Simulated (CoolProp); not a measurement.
Saturation properties of 1,2-dichloroethane.

Values from CoolProp's reference Helmholtz-energy equation of state, Thol 2015.

| T (°C) | p (MPa) | liquid density (kg/m³) | vapour density (kg/m³) |
|---|---|---|---|
| 38.15 | 0.01910 | 1226 | 0.7363 |
| 45.75 | 0.02627 | 1215 | 0.9909 |
| 53.25 | 0.03537 | 1204 | 1.307 |
| 60.75 | 0.04688 | 1192 | 1.699 |
| 68.35 | 0.06146 | 1181 | 2.187 |
| 75.85 | 0.07922 | 1169 | 2.770 |
| 83.45 | 0.1012 | 1157 | 3.480 |
| 90.95 | 0.1273 | 1145 | 4.312 |
| 98.55 | 0.1589 | 1132 | 5.307 |
| 106.05 | 0.1958 | 1120 | 6.457 |
| 113.65 | 0.2397 | 1107 | 7.811 |

It boils at 83.5 °C under 1 atm.
